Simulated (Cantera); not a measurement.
Cantera run, input and output.

```python
import numpy as np
import cantera as ct

surf = ct.Interface("diamond.yaml", "diamond_100")
gas, bulk = surf.adjacent["gas"], surf.adjacent["diamond"]
k = surf.kinetics_species_index(bulk.species_names[0])
cover = ["c6HH", "c6H*", "c6*H", "c6**", "c6HM", "c6B"]

rows, drift = [], 0.0
print(f"{'P':>10s}{'um/h':>11s}" + "".join(f"{s:>11s}" for s in cover))
for v in [390, 690, 1200, 2200, 3900, 6900, 12000, 22000]:
    T, P, xH, xCH3 = 1400, v, 0.0033, 0.00059
    gas.TPX = T, P, {"H": xH, "CH3": xCH3, "CH4": 0.013, "H2": 1 - xH - xCH3 - 0.013}
    surf.TP = bulk.TP = T, P
    surf.coverages = "c6H*:0.1, c6HH:0.9"
    surf.advance_coverages(100.0)
    before = surf.coverages
    surf.advance_coverages(100.0)
    drift = max(drift, np.max(np.abs(surf.coverages - before) / (surf.coverages + 1e-9)))
    rate = surf.net_production_rates[k] * bulk.mean_molecular_weight / bulk.density * 3.6e9
    rows.append([rate, *surf[cover].coverages])
    print(f"{v:10.4g}{rate:11.4e}" + "".join(f"{x:11.3e}" for x in rows[-1][1:]))
```

Output:

```
         P       um/h       c6HH       c6H*       c6*H       c6**       c6HM        c6B
       390 7.4749e-02  3.505e-01  5.876e-02  5.379e-01  5.234e-02  1.181e-05  2.028e-10
       690 2.0852e-01  3.510e-01  5.871e-02  5.374e-01  5.209e-02  2.190e-05  5.658e-10
      1200 5.3369e-01  3.513e-01  5.867e-02  5.370e-01  5.182e-02  4.035e-05  1.448e-09
      2200 1.3848e+00  3.514e-01  5.864e-02  5.367e-01  5.152e-02  7.913e-05  3.758e-09
      3900 3.1649e+00  3.514e-01  5.862e-02  5.364e-01  5.125e-02  1.485e-04  8.588e-09
      6900 6.8055e+00  3.514e-01  5.861e-02  5.360e-01  5.103e-02  2.739e-04  1.847e-08
   1.2e+04 1.3841e+01  3.513e-01  5.860e-02  5.357e-01  5.086e-02  4.874e-04  3.756e-08
   2.2e+04 2.9939e+01  3.511e-01  5.861e-02  5.350e-01  5.072e-02  8.973e-04  8.124e-08
```

Computed with Cantera and the Harris–Goodwin 1993 mechanism for the reconstructed diamond (100) surface.
